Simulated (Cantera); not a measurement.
What does this Cantera script print?

```python
import numpy as np
import cantera as ct

gas_names = [...]  # 136 gases of nasa_gas.yaml made of C, H, N, O
cond_names = """
    C(gr) C6H6(L) C7H8(L) C8H18(L),n-octa H2O(s) H2O(L)
""".split()


# ... load() reads the species with a 1 bar reference pressure and builds the phases ...
atoms = {
    'C3H6': {'C': 3, 'H': 6},
    'H2': {'H': 2},
    'N2': {'N': 2},
    'H2O': {'H': 2, 'O': 1},
}
top_T = {'C(gr)': 4500}  # K; cautious upper limits of use, not melting points


# ... equilibrate(T, P, feed) seeds the gas with the atoms and calls Mixture.equilibrate('TP', solver="vcs", rtol=1e-11, max_steps=5000) ...
results = []
feed = {'C3H6': 1, 'H2': 36, 'N2': 0.2, 'H2O': 0.85}  # mol
P = 2200000  # Pa
for T in [848, 1048, 1248, 1448, 1648, 1848, 2048, 2248]:
    mix = equilibrate(T, P, feed)
    results.append((T, P, feed, dict(zip(mix.species_names, mix.species_moles))))
    x = sorted(zip(gas.X, gas.species_names), reverse=True)
    print(f"T = {T:g} K  P = {P:g} Pa  gas = {mix.phase_moles(0):.4g} mol")
    print("   x: " + "  ".join(f"{s} {v:.3e}" for v, s in x if v > 1e-06))
    print("   condensed (mol): " + ("  ".join(f"{mix.phase(i).name} {mix.phase_moles(i):.4g}"
          for i in range(1, mix.n_phases) if mix.phase_moles(i) > 1e-12) or "none"))
```

It prints:

```
T = 848 K  P = 2.2e+06 Pa  gas = 36.97 mol
   x: H2 8.893e-01  CH4 8.115e-02  H2O 2.299e-02  N2 4.271e-03  NH3 2.279e-03  CO 1.159e-06
   condensed (mol): none
T = 1048 K  P = 2.2e+06 Pa  gas = 37.07 mol
   x: H2 8.910e-01  CH4 8.044e-02  H2O 2.242e-02  N2 5.112e-03  NH3 5.680e-04  CO 4.826e-04  CO2 1.441e-05  C2H6 1.918e-06
   condensed (mol): none
T = 1248 K  P = 2.2e+06 Pa  gas = 37.93 mol
   x: H2 9.049e-01  CH4 6.736e-02  CO 1.162e-02  H2O 1.061e-02  N2 5.166e-03  NH3 2.097e-04  CO2 8.753e-05  C2H6 5.140e-06  C2H4 2.918e-06  HCN 2.849e-06
   condensed (mol): none
T = 1448 K  P = 2.2e+06 Pa  gas = 38.66 mol
   x: H2 9.161e-01  CH4 5.663e-02  CO 2.081e-02  N2 5.100e-03  H2O 1.156e-03  NH3 1.003e-04  HCN 4.543e-05  C2H4 3.623e-05  CO2 1.108e-05  C2H6 9.611e-06  C2H2,acetylene 3.680e-06  CH3 2.344e-06  H 1.881e-06
   condensed (mol): none
T = 1648 K  P = 2.2e+06 Pa  gas = 39.83 mol
   x: H2 9.469e-01  CH4 2.643e-02  CO 2.105e-02  N2 4.896e-03  H2O 2.855e-04  HCN 1.859e-04  C2H4 6.529e-05  NH3 5.854e-05  C2H2,acetylene 4.236e-05  H 1.848e-05  CH3 1.050e-05  HNC 4.858e-06  C2H6 4.256e-06  CO2 1.981e-06  CH3CN 1.785e-06
   condensed (mol): C(gr) 1.092
T = 1848 K  P = 2.2e+06 Pa  gas = 40.35 mol
   x: H2 9.599e-01  CO 2.096e-02  CH4 1.335e-02  N2 4.667e-03  HCN 5.161e-04  C2H2,acetylene 2.472e-04  H 1.107e-04  H2O 1.001e-04  C2H4 8.833e-05  NH3 3.743e-05  CH3 3.104e-05  HNC 2.175e-05  CH3CN 2.689e-06  C2H6 1.905e-06
   condensed (mol): C(gr) 1.565
T = 2048 K  P = 2.2e+06 Pa  gas = 40.59 mol
   x: H2 9.642e-01  CO 2.090e-02  CH4 7.666e-03  N2 4.306e-03  HCN 1.143e-03  C2H2,acetylene 1.011e-03  H 4.688e-04  C2H4 1.111e-04  CH3 7.326e-05  HNC 7.069e-05  H2O 4.312e-05  NH3 2.539e-05  CH3CN 3.629e-06  C3H4,propyne 1.345e-06
   condensed (mol): C(gr) 1.697
T = 2248 K  P = 2.2e+06 Pa  gas = 40.72 mol
   x: H2 9.632e-01  CO 2.085e-02  CH4 4.850e-03  N2 3.755e-03  C2H2,acetylene 3.191e-03  HCN 2.110e-03  H 1.537e-03  HNC 1.788e-04  CH3 1.469e-04  C2H4 1.330e-04  H2O 2.162e-05  NH3 1.775e-05  CH3CN 4.456e-06  C4H2 4.316e-06  C3H4,propyne 3.237e-06  C2H3,vinyl 1.907e-06  C3H3,propargyl 1.517e-06  C3H4,allene 1.344e-06
   condensed (mol): C(gr) 1.581
```

Method: chemical equilibrium by Gibbs-energy minimisation in Cantera with the NASA 1993 tables (ideal gas, pure condensed phases).
